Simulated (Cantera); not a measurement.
A closed system holds: 1 mol TiCl4, 1.8 mol CH4, 2 mol H2, held at 1323.15 K and 465 Torr.

Equilibrium computed with Cantera from the NASA thermochemical tables; the gas is ideal and each condensed phase is pure. Candidate condensed phases: C, C6H6, C7H8, C8H18, Ti, TiC, TiCl2, TiCl3, TiCl4; 96 gas species. TiC: taken at fixed stoichiometry. Equilibrium is a limit: real reactors are often held back by kinetics, nucleation or transport.

Base state: H2 0.655, HCl 0.263, TiCl4 0.0605, TiCl3 0.0198, CH4 0.00181 (mole fractions); condensed: C(graphite) + TiC(s).

### Question
What changes in the equilibrium state with this change: temperature from 1323.15 K to 1025 K?

### Answer
| species | before | after |
|---|---|---|
| H2 | 0.655 | 0.753 |
| TiCl4 | 0.0605 | 0.126 |
| HCl | 0.263 | 0.0907 |
| CH4 | 0.00181 | 0.0258 |
| TiCl3 | 0.0198 | 0.00452 |
| C(graphite), mol | 1.36 | 1.49 |
| TiC(s), mol | 0.430 | 0.142 |

### Question
What changes in the equilibrium state with this change: H2 from 2 to 330 mol?

### Answer
```json
[
 {"species": "H2", "before": "0.655", "after": "0.986"},
 {"species": "HCl", "before": "0.263", "after": "0.0119"},
 {"species": "CH4", "before": "0.00181", "after": "0.00239"},
 {"species": "TiCl4", "before": "0.0605", "after": "1.96e-7"},
 {"species": "TiCl3", "before": "0.0198", "after": "1.73e-6"},
 {"species": "C(graphite), mol", "before": "1.36", "after": "0"},
 {"species": "TiC(s), mol", "before": "0.430", "after": "0.999"}
]
```

### Question
What changes in the equilibrium state with this change: TiCl4 replaced by Ti(OiPr)4?

### Answer
```csv
species,before,after
H2,0.655,0.890
CO,0,0.106
CH4,0.00181,0.00333
HCl,0.263,0
TiCl4,0.0605,0
TiCl3,0.0198,0
H2O,0,0.000429
CO2,0,2.76e-5
"C(graphite), mol",1.36,11.4
"TiC(s), mol",0.430,0
"Ti3O5(s), mol",0,0.333
```
The feed counts by its element totals alone. Further candidate phases: H2O, TiO, TiO2, Ti2O3, Ti3O5, Ti4O7.
